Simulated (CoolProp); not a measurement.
Saturation properties of methane.

The numbers come from the reference Helmholtz-energy equation of state, Setzmann 1991 in CoolProp.

| T (K) | p (MPa) | liquid density (kg/m³) | vapour Z |
|---|---|---|---|
| 102.5 | 0.04431 | 435.4 | (withheld) |
| 108.2 | 0.07542 | (withheld) | (withheld) |
| 113.9 | 0.1213 | 419.1 | 0.9590 |
| 119.6 | 0.1861 | 410.5 | 0.9447 |
| 125.3 | 0.2740 | 401.6 | 0.9278 |
| 131 | (withheld) | 392.4 | 0.9079 |
| 136.6 | 0.5354 | 382.9 | 0.8855 |
| 142.3 | 0.7208 | 372.7 | 0.8596 |
| 148 | 0.9489 | 361.9 | 0.8304 |
| 153.7 | (withheld) | 350.3 | 0.7975 |
| 159.4 | (withheld) | 337.7 | 0.7606 |
| 165.1 | (withheld) | 323.8 | 0.7188 |
| 170.8 | 2.396 | 308.2 | 0.6709 |
| 176.5 | 2.922 | 289.7 | 0.6146 |
| 182.1 | 3.519 | 266.9 | 0.5459 |

Task: What belongs in the gaps?

Result: 
- 102.5, vapour Z: 0.9799
- 108.2, liquid density (kg/m³): 427.4
- 108.2, vapour Z: 0.9707
- 131, p (MPa): 0.3899
- 153.7, p (MPa): 1.225
- 159.4, p (MPa): 1.554
- 165.1, p (MPa): 1.942

It boils at 111.7 K under 1 atm.
